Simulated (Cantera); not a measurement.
# NO annealing gas

An isothermal, constant-pressure homogeneous reactor starts with NO : N₂ : H₂O = 1 : 0.11 : 0.081 (molar parts), at 1850 K and 1330 Pa.

Computed with Cantera and GRI-Mech 3.0 (53 species, 325 reactions). Radical loss at walls, strong at low pressure, is not modelled.

```json
[
 {"t (s)": "1.00e-5", "x NO": "0.840", "x O": "3.32e-8", "x O₂": "1.30e-12", "x NO₂": "7.24e-12", "x N₂": "0.0924"},
 {"t (s)": "5.28e-5", "x NO": "0.840", "x O": "1.66e-7", "x O₂": "3.50e-11", "x NO₂": "2.14e-10", "x N₂": "0.0924"},
 {"t (s)": "0.000278", "x NO": "0.840", "x O": "6.73e-7", "x O₂": "8.57e-10", "x NO₂": "7.54e-9", "x N₂": "0.0924"},
 {"t (s)": "0.00147", "x NO": "0.840", "x O": "1.33e-6", "x O₂": "1.80e-8", "x NO₂": "3.35e-7", "x N₂": "0.0924"},
 {"t (s)": "0.00775", "x NO": "0.840", "x O": "2.42e-6", "x O₂": "5.41e-7", "x NO₂": "1.06e-5", "x N₂": "0.0924"},
 {"t (s)": "0.0409", "x NO": "0.839", "x O": "2.34e-5", "x O₂": "0.000124", "x NO₂": "5.64e-5", "x N₂": "0.0924"},
 {"t (s)": "0.216", "x NO": "0.837", "x O": "6.49e-5", "x O₂": "0.00140", "x NO₂": "2.05e-5", "x N₂": "0.0932"},
 {"t (s)": "1.14", "x NO": "0.825", "x O": "0.000166", "x O₂": "0.00711", "x NO₂": "3.55e-5", "x N₂": "0.0994"},
 {"t (s)": "6.00", "x NO": "0.764", "x O": "0.000353", "x O₂": "0.0372", "x NO₂": "7.87e-5", "x N₂": "0.130"}
]
```
x: mole fraction; the columns are a selection and need not sum to one.

Equilibrium at this temperature and pressure: NO 0.00556, O 0.00108, O₂ 0.415, NO₂ 2.04e-6, N₂ 0.509 (gas phase only).
